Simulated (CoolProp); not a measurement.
Vapour-liquid equilibrium of dimethyl ether (1) + R236FA (2) at 870 kPa; x and y are mole fractions of (1).

Values from CoolProp's multi-fluid Helmholtz-energy mixture model, Wu 2011 and Pan 2012; pair parameters Bell 2016.

Q: Give the bubble temperature and the first vapour's composition at x = 0.05, 0.25, 0.65. Is there an azeotrope?

A: x = 0.05: 65.0 °C, y = 0.053; x = 0.25: 63.5 °C, y = 0.289; x = 0.65: 53.0 °C, y = 0.784. No azeotrope shows between x = 0.05 and 0.95.

The pair parameters rest on a limited set of measurements; away from them the model extrapolates.
